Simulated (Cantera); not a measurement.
Cantera run, input and output.

```python
import numpy as np
import cantera as ct

gas = ct.Solution("gri30.yaml")
gas.TPX = 1025, 29000, {'CO': 1, 'H2': 0.27, 'CH4': 0.2, 'O2': 0.609, 'N2': 2.29}
reactor = ct.IdealGasConstPressureReactor(gas, energy="on", clone=False)
net = ct.ReactorNet([reactor])
net.rtol, net.atol = 1e-08, 1e-16
show = ['CO', 'H2', 'CH4', 'CH2O', 'N2O', 'CH2CO', 'OH']
times = np.geomspace(2e-06, 2, 15)

steps = ct.SolutionArray(gas, extra=["t"])
rows = []
print(f"{'t/s':>10s}{'T/K':>9s}{'P/Pa':>11s}" + "".join(f"{s:>11s}" for s in show))
for t in times:
    while net.time < t:
        t_next = net.step()
        steps.append(gas.state, t=t_next)
    rows.append([np.interp(t, steps.t, y) for y in (steps.T, steps.P, *steps(*show).X.T)])
    print(f"{t:10.3e}{rows[-1][0]:9.1f}{rows[-1][1]:11.4g}" + "".join(f"{x:11.3e}" for x in rows[-1][2:]))
rate = np.gradient(steps.T, steps.t)
print("integrator steps:", len(steps.t))
if steps.T.max() > steps.T[0] + 200:
    print(f"time of steepest temperature rise: {steps.t[rate.argmax()]:.4e} s")
gas.TPX = 1025, 29000, {'CO': 1, 'H2': 0.27, 'CH4': 0.2, 'O2': 0.609, 'N2': 2.29}
gas.equilibrate("HP")
print(f"equilibrium (HP): T = {gas.T:.1f} K  " + "  ".join(f"{s} {gas[s].X[0]:.3e}" for s in show))
```

Output:

```
       t/s      T/K       P/Pa         CO         H2        CH4       CH2O        N2O      CH2CO         OH
 2.000e-06   1025.0    2.9e+04  2.289e-01  6.180e-02  4.578e-02  2.935e-16  3.043e-19  3.869e-20  2.858e-12
 5.365e-06   1025.0    2.9e+04  2.289e-01  6.180e-02  4.578e-02  3.606e-15  1.898e-18  4.678e-19  1.088e-11
 1.439e-05   1025.0    2.9e+04  2.289e-01  6.180e-02  4.578e-02  5.313e-14  1.043e-17  6.764e-18  2.755e-11
 3.861e-05   1025.0    2.9e+04  2.289e-01  6.180e-02  4.578e-02  7.955e-13  4.926e-17  1.000e-16  5.555e-11
 1.036e-04   1025.0    2.9e+04  2.289e-01  6.180e-02  4.578e-02  1.103e-11  2.201e-16  1.381e-15  1.072e-10
 2.779e-04   1025.0    2.9e+04  2.289e-01  6.180e-02  4.578e-02  1.476e-10  1.123e-15  1.856e-14  2.815e-10
 7.455e-04   1025.0    2.9e+04  2.289e-01  6.180e-02  4.578e-02  3.235e-09  1.297e-14  4.312e-13  2.370e-09
 2.000e-03   1025.3    2.9e+04  2.289e-01  6.177e-02  4.571e-02  5.808e-06  2.802e-12  2.406e-09  5.145e-07
 5.365e-03   1067.6    2.9e+04  2.286e-01  6.117e-02  4.188e-02  5.322e-04  1.330e-10  7.168e-06  4.250e-06
 1.439e-02   2482.2    2.9e+04  1.771e-01  3.160e-02  5.605e-15  5.810e-10  3.398e-08  9.716e-17  8.300e-03
 3.861e-02   2513.5    2.9e+04  1.769e-01  3.145e-02  1.087e-14  6.465e-10  4.444e-08  1.616e-16  7.065e-03
 1.036e-01   2511.7    2.9e+04  1.770e-01  3.154e-02  1.101e-14  6.486e-10  4.717e-08  1.626e-16  6.994e-03
 2.779e-01   2511.7    2.9e+04  1.770e-01  3.154e-02  1.102e-14  6.486e-10  4.723e-08  1.626e-16  6.993e-03
 7.455e-01   2511.7    2.9e+04  1.770e-01  3.154e-02  1.102e-14  6.486e-10  4.723e-08  1.626e-16  6.993e-03
 2.000e+00   2511.7    2.9e+04  1.770e-01  3.154e-02  1.102e-14  6.486e-10  4.723e-08  1.626e-16  6.993e-03
integrator steps: 1997
time of steepest temperature rise: 8.2659e-03 s
equilibrium (HP): T = 2511.7 K  CO 1.770e-01  H2 3.154e-02  CH4 1.338e-14  CH2O 6.486e-10  N2O 4.723e-08  CH2CO 1.754e-16  OH 6.993e-03
```

Cantera simulation using GRI-Mech 3.0 (53 species, 325 reactions); the numbers are that mechanism's predictions, not measurements.
